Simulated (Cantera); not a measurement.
A Cantera script and its output.

```python
import numpy as np
import cantera as ct

gas = ct.Solution("gri30.yaml")
gas.TPX = 1850, 101325, {'CH4': 1, 'N2': 15}
inlet = ct.Reservoir(gas, clone=True)

reactor = ct.IdealGasConstPressureReactor(gas, energy="off", clone=False)
exhaust = ct.Reservoir(gas, clone=True)
tau = [1.3, 0.46, 0.16, 0.057, 0.02, 0.0069, 0.0024, 0.00085, 0.0003][0]
for a, b in ((inlet, reactor), (reactor, exhaust)):
    ct.MassFlowController(a, b, mdot=lambda t: reactor.mass / tau)
net = ct.ReactorNet([reactor])
show = ['CH4', 'H2', 'C2H', 'CH3', 'H']

rows = []
print(f"{'tau/s':>10s}{'T/K':>9s}" + "".join(f"{s:>11s}" for s in show))
for tau in [1.3, 0.46, 0.16, 0.057, 0.02, 0.0069, 0.0024, 0.00085, 0.0003]:
    net.initial_time = 0.0
    net.advance(30 * tau)
    before = gas.X
    net.advance(40 * tau)
    drift = np.max(np.abs(gas.X - before) / (gas.X + 1e-9))
    rows.append([gas.T, *gas[show].X, drift])
    print(f"{tau:10.3e}{gas.T:9.1f}" + "".join(f"{x:11.3e}" for x in gas[show].X))
```

It prints:

```
     tau/s      T/K        CH4         H2        C2H        CH3          H
 1.300e+00   1850.0  1.608e-03  8.577e-02  5.512e-07  5.777e-05  1.542e-04
 4.600e-01   1850.0  2.700e-03  8.419e-02  5.370e-07  9.602e-05  1.502e-04
 1.600e-01   1850.0  4.581e-03  8.147e-02  5.132e-07  1.603e-04  1.436e-04
 5.700e-02   1850.0  7.652e-03  7.701e-02  4.772e-07  2.620e-04  1.337e-04
 2.000e-02   1850.0  1.269e-02  6.964e-02  4.234e-07  4.227e-04  1.192e-04
 6.900e-03   1850.0  2.050e-02  5.811e-02  3.476e-07  6.627e-04  9.924e-05
 2.400e-03   1850.0  3.097e-02  4.241e-02  2.503e-07  9.736e-04  7.469e-05
 8.500e-04   1850.0  4.279e-02  2.457e-02  1.379e-07  1.282e-03  4.749e-05
 3.000e-04   1850.0  5.407e-02  8.733e-03  3.764e-08  1.348e-03  2.091e-05
```

Detailed kinetics in Cantera: GRI-Mech 3.0 (53 species, 325 reactions). GRI-Mech 3.0 stops at C3 and has no aromatics, soot or wall deposition, so with more carbon than oxygen in the feed, carbon stays in small species such as C2H2 where larger ones or solid carbon would form.
